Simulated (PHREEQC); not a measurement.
Dissolve 33 mmol/kgw KOH and 27 mmol/kgw NaHCO3 at 69 °C. Closed to the air; pH follows from the charge balance.

Model: Pitzer model, pitzer.dat, run in PHREEQC.

The ionic strength comes out as 0.0838 mol/kgw. What activity coefficients do CO3-2, Na+, HCO3-, OH-, K+ get?

CO3-2 0.36, Na+ 0.76, HCO3- 0.79, OH- 0.78, K+ 0.76. Single-ion values are on the MacInnes scale.

This is a speciation only: nothing precipitates in the calculation. Constants without temperature data keep their 25 °C values here.
